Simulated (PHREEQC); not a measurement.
Consider water at 7.8 °C with 0.00097 mol K3PO4 per kg of water. Closed to the air; pH follows from the charge balance.

The numbers come from PHREEQC with the ion-association model, phreeqc.dat.

```json
{
 "pH": "11.52",
 "ionic_strength": "0.00412 mol/kgw",
 "specific_conductance": "297 µS/cm",
 "total_alkalinity": "1.94 meq/kg"
}
```

```tsv
species	molality	activity	log γ
K+	0.00291	0.00271	-0.030
OH-	0.000848	0.000792	-0.030
HPO4-2	0.000844	0.000647	-0.115
PO4-3	0.000122	6.65e-5	-0.264
KHPO4-	3.66e-6	3.43e-6	-0.029
H2PO4-	3.76e-8	3.52e-8	-0.029
```

This is a speciation only: nothing precipitates in the calculation. At this temperature some constants are extrapolated from 25 °C, and those without enthalpy data are left unchanged.
